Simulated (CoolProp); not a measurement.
Properties of chlorine along the isobar 20 MPa (Tc = 416.9 K, pc = 7.642 MPa, ω = 0.070).

Model: reference Helmholtz-energy equation of state, Thol 2021, in CoolProp.

```csv
T (K),phase,density (kg/m³),Joule-Thomson coefficient (K/MPa),isothermal compressibility (1/MPa),expansivity (1/kK)
215.1,liquid,1655,-0.4407,0.0007315,1.518
224.9,liquid,1630,-0.4350,0.0007939,1.541
234.6,liquid,1606,-0.4279,0.0008621,1.567
244.4,liquid,1581,-0.4191,0.0009385,1.596
254.1,liquid,1557,-0.4087,0.001023,1.629
263.9,liquid,1532,-0.3961,0.001118,1.667
273.6,liquid,1507,-0.3815,0.001224,1.710
283.4,liquid,1482,-0.3644,0.001344,1.758
293.1,liquid,1456,-0.3447,0.001480,1.812
302.9,liquid,1430,-0.3217,0.001638,1.874
312.7,liquid,1404,-0.2952,0.001820,1.944
322.4,liquid,1377,-0.2651,0.002028,2.022
332.2,liquid,1349,-0.2301,0.002275,2.111
341.9,liquid,1321,-0.1903,0.002562,2.210
351.7,liquid,1292,-0.1440,0.002907,2.324
```
